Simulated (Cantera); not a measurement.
Cantera run:

```python
import numpy as np
import cantera as ct

gas_names = [...]  # 91 gases of nasa_gas.yaml made of C, Cl, H
cond_names = """
    C(gr) C6H6(L) C7H8(L) C8H18(L),n-octa
""".split()


# ... load() reads the species with a 1 bar reference pressure and builds the phases ...
atoms = {
    'CH3Cl': {'C': 1, 'H': 3, 'CL': 1},
    'H2': {'H': 2},
}
top_T = {'C(gr)': 4500}  # K; cautious upper limits of use, not melting points


# ... equilibrate(T, P, feed) seeds the gas with the atoms and calls Mixture.equilibrate('TP', solver="vcs", rtol=1e-11, max_steps=5000) ...
results = []
feed = {'CH3Cl': 1, 'H2': 2.5}  # mol
T = 698  # K
P = 9700  # Pa
mix = equilibrate(T, P, feed)
results.append((T, P, feed, dict(zip(mix.species_names, mix.species_moles))))
x = sorted(zip(gas.X, gas.species_names), reverse=True)
print(f"T = {T:g} K  P = {P:g} Pa  gas = {mix.phase_moles(0):.4g} mol")
print("   x: " + "  ".join(f"{s} {v:.3e}" for v, s in x if v > 1e-05))
print("   condensed (mol): " + ("  ".join(f"{mix.phase(i).name} {mix.phase_moles(i):.4g}"
      for i in range(1, mix.n_phases) if mix.phase_moles(i) > 1e-12) or "none"))
```

Result:

```
T = 698 K  P = 9700 Pa  gas = 3.684 mol
   x: H2 5.072e-01  HCL 2.714e-01  CH4 2.214e-01
   condensed (mol): C(gr) 0.1844
```

Equilibrium computed with Cantera from the NASA thermochemical tables; the gas is ideal and each condensed phase is pure.
